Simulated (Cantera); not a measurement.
A closed system holds: 1 mol AlN, 0.43 mol H₂O, 2.8 mol H₂, equilibrated at 1000 Pa.

Cantera equilibrium calculation (NASA polynomials, part measured and part estimated; ideal gas, pure solids and liquids). Candidate condensed phases: Al, AlN, Al₂O₃, H₂O; 35 gas species. Mutual solubility and eutectic melting of coexisting phases are not modelled. The tables' values for AlOH are old estimates; treat these amounts as uncertain. Condensed phases not in the tables: aluminium oxynitride. Rates play no part.

Question: At 1923 K, list the 5 most abundant gas species with their mole fractions, and the condensed phases.

Answer: H₂ 0.896, N₂ 0.0600, Al 0.0183, Al₂O 0.0159, H 0.00892. Condensed: AlN(s) + Al₂O₃(s).
